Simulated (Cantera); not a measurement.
An adiabatic, constant-pressure homogeneous reactor starts with 30.0 % CO, 1.65 % H2, 14.4 % O2, 54.0 % N2, equivalence ratio 1.1, at 973 K and 760 Torr.

Cantera simulation using GRI-Mech 3.0 (53 species, 325 reactions); the numbers are that mechanism's predictions, not measurements.

Task: Predict: time of steepest temperature rise; temperature at 10.0 s; equilibrium temperature; x(CO) at 10.0 s; x(H2) at 10.0 s; x(O2) at 10.0 s; x(H) at 10.0 s; x(CO2) at 10.0 s; x(H2O2) at 10.0 s.

Result: 
```json
{
  "time_of_steepest_temperature_rise": "1.61 ms",
  "temperature at 10.0 s": "2627 K",
  "equilibrium_temperature": "2627 K",
  "x(CO) at 10.0 s": "0.100 (gas-phase equilibrium 0.100)",
  "x(H2) at 10.0 s": "0.000942 (gas-phase equilibrium 0.000942)",
  "x(O2) at 10.0 s": "0.0271 (gas-phase equilibrium 0.0271)",
  "x(H) at 10.0 s": "0.00131 (gas-phase equilibrium 0.00131)",
  "x(CO2) at 10.0 s": "0.236 (gas-phase equilibrium 0.236)",
  "x(H2O2) at 10.0 s": "2.20e-8 (gas-phase equilibrium 2.20e-8)"
}
```
